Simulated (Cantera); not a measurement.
An isothermal, constant-pressure homogeneous reactor starts with H₂ : O₂ : N₂ = 1.8 : 1 : 3.2 (molar parts), at 1075 K and 750 Torr. Integrator tolerance rtol = 1e-08.

Model: GRI-Mech 3.0 (53 species, 325 reactions), integrated in Cantera. The temperature is held fixed by assumption; the heat of reaction is taken as removed at once.

Question: What does this change do: temperature 1075 to 750 K?

Answer: 
```csv
quantity,before,after
x(H₂) at 6.00 s,1.12e-8 (gas-phase equilibrium 1.78e-9),0.300 (gas-phase equilibrium <1e-12)
x(O₂) at 6.00 s,0.0196 (gas-phase equilibrium 0.0196),0.167 (gas-phase equilibrium 0.0196)
x(N₂O) at 6.00 s,4.23e-8 (gas-phase equilibrium 1.26e-9),<1e-12 (gas-phase equilibrium 2.32e-11)
x(H₂O₂) at 6.00 s,8.46e-11 (gas-phase equilibrium 3.40e-10),1.14e-6 (gas-phase equilibrium 1.99e-12)
x(OH) at 6.00 s,2.14e-7 (gas-phase equilibrium 4.68e-7),<1e-12 (gas-phase equilibrium 1.79e-10)
x(H₂O) at 6.00 s,0.353 (gas-phase equilibrium 0.353),3.56e-7 (gas-phase equilibrium 0.353)
```
Below about 950 K walls govern HO2 and H2O2 in real vessels.
